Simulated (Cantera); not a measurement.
# Equilibrium for carbothermic reduction: Ta₂O₅ + CH₄ + CO

Input: 1 mol Ta₂O₅, 2 mol CH₄, 0.016 mol CO, at 0.480 bar.

Equilibrium computed with Cantera from the NASA thermochemical tables; the gas is ideal and each condensed phase is pure. Candidate condensed phases: C, C₆H₆, C₇H₈, C₈H₁₈, H₂O, Ta, TaC, Ta₂O₅; 113 gas species. Mutual solubility and eutectic melting of coexisting phases are not modelled. TaC: taken at fixed stoichiometry. Condensed phases not in the tables: Ta₂C. Kinetics and transport are ignored.

```json
[
 {"T (°C)": "577", "x H₂": "0.803", "x CO": "0.00127", "x CH₄": "0.192", "x H": "2.65e-11", "x H₂O": "0.00346", "x CO₂": "1.67e-5", "x TaO₂": "<1e-12", "x TaO": "<1e-12", "n C(graphite)": "1.37", "n Ta₂O₅(s)": "1.00", "n TaC(s)": "0", "n Ta₂O₅(l)": "0"},
 {"T (°C)": "777", "x H₂": "0.970", "x CO": "0.00377", "x CH₄": "0.0259", "x H": "1.15e-8", "x H₂O": "0.000318", "x CO₂": "1.46e-6", "x TaO₂": "<1e-12", "x TaO": "<1e-12", "n C(graphite)": "1.90", "n Ta₂O₅(s)": "1.00", "n TaC(s)": "0", "n Ta₂O₅(l)": "0"},
 {"T (°C)": "977", "x H₂": "0.742", "x CO": "0.253", "x CH₄": "0.00291", "x H": "6.01e-7", "x H₂O": "0.00136", "x CO₂": "0.000297", "x TaO₂": "<1e-12", "x TaO": "<1e-12", "n C(graphite)": "0.107", "n Ta₂O₅(s)": "0.731", "n TaC(s)": "0.539", "n Ta₂O₅(l)": "0"},
 {"T (°C)": "1177", "x H₂": "0.733", "x CO": "0.265", "x CH₄": "9.80e-5", "x H": "1.17e-5", "x H₂O": "0.00202", "x CO₂": "0.000306", "x TaO₂": "<1e-12", "x TaO": "<1e-12", "n C(graphite)": "0", "n Ta₂O₅(s)": "0.713", "n TaC(s)": "0.575", "n Ta₂O₅(l)": "0"},
 {"T (°C)": "1377", "x H₂": "0.733", "x CO": "0.264", "x CH₄": "7.64e-6", "x H": "0.000112", "x H₂O": "0.00268", "x CO₂": "0.000301", "x TaO₂": "3.55e-10", "x TaO": "5.54e-12", "n C(graphite)": "0", "n Ta₂O₅(s)": "0.712", "n TaC(s)": "0.576", "n Ta₂O₅(l)": "0"},
 {"T (°C)": "1577", "x H₂": "0.732", "x CO": "0.264", "x CH₄": "1.05e-6", "x H": "0.000665", "x H₂O": "0.00331", "x CO₂": "0.000298", "x TaO₂": "5.75e-8", "x TaO": "2.22e-9", "n C(graphite)": "0", "n Ta₂O₅(s)": "0.711", "n TaC(s)": "0.577", "n Ta₂O₅(l)": "0"},
 {"T (°C)": "1777", "x H₂": "0.729", "x CO": "0.264", "x CH₄": "2.18e-7", "x H": "0.00280", "x H₂O": "0.00390", "x CO₂": "0.000296", "x TaO₂": "3.33e-6", "x TaO": "2.69e-7", "n C(graphite)": "0", "n Ta₂O₅(s)": "0.711", "n TaC(s)": "0.578", "n Ta₂O₅(l)": "0"},
 {"T (°C)": "1977", "x H₂": "0.724", "x CO": "0.263", "x CH₄": "6.54e-8", "x H": "0.00912", "x H₂O": "0.00404", "x CO₂": "0.000269", "x TaO₂": "6.95e-5", "x TaO": "1.13e-5", "n C(graphite)": "0", "n Ta₂O₅(s)": "0", "n TaC(s)": "0.578", "n Ta₂O₅(l)": "0.711"}
]
```
x: gas mole fraction; n: condensed amount in mol.

From 577 °C to 777 °C the condensed part is C(graphite) + Ta₂O₅(s). At 977 °C the condensed part is C(graphite) + TaC(s) + Ta₂O₅(s). From 1177 °C to 1777 °C the condensed part is TaC(s) + Ta₂O₅(s). At 1977 °C the condensed part is TaC(s) + Ta₂O₅(l).
